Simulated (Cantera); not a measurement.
A closed system holds: 1 mol MgO, 6.7 mol C, 7.6 mol H2, equilibrated at 2500 K.

Method: chemical equilibrium by Gibbs-energy minimisation in Cantera with the NASA 1993 tables (ideal gas, pure condensed phases). Candidate condensed phases: C, C6H6, C7H8, C8H18, H2O, Mg, MgCO3, MgO, Mg(OH)2; 116 gas species. The tables' values for MgH are old estimates; treat these amounts as uncertain. Kinetics and transport are ignored.

x: gas mole fraction; n: condensed amount in mol.

```
P (Pa)     x H2      x H    x CO    x Mg  n C(graphite)
-------  ------  -------  ------  ------  -------------
10       0.0940    0.771  0.0633  0.0632           5.37
36        0.225    0.628  0.0712  0.0712           5.55
130           ?        ?       ?       ?           5.57
460       0.541    0.273  0.0899  0.0899           5.56
1700      0.646    0.155  0.0961  0.0959           5.55
6000      0.707   0.0863  0.0997  0.0993           5.54
22000     0.742   0.0462   0.102   0.101           5.54
77000     0.761   0.0250   0.103   0.101           5.54
280000    0.771        ?   0.104   0.101           5.53
1000000   0.775  0.00700   0.104  0.0987           5.53
```

**Question.** Some entries are withheld; supply them.

**Answer.** 
- 130, x H2: 0.394
- 130, x H: 0.438
- 130, x CO: 0.0813
- 130, x Mg: 0.0813
- 280000, x H: 0.0132
